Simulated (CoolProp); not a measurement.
Values from CoolProp's reference Helmholtz-energy equation of state, Lemmon 2006. It is a short technical equation, of lower accuracy than the large ones.

Task: For acetone, give the phase and the cp (kJ/(kg K)), cv (kJ/(kg K)), Joule-Thomson coefficient (K/MPa) at 434.4 K and 0.0279 MPa; 482.8 K and 0.162 MPa.

Result: 
- 434.4 K and 0.0279 MPa: gas; cp 1.69, cv 1.55, Joule-Thomson coefficient 20.8
- 482.8 K and 0.162 MPa: gas; cp 1.84, cv 1.69, Joule-Thomson coefficient 13.9
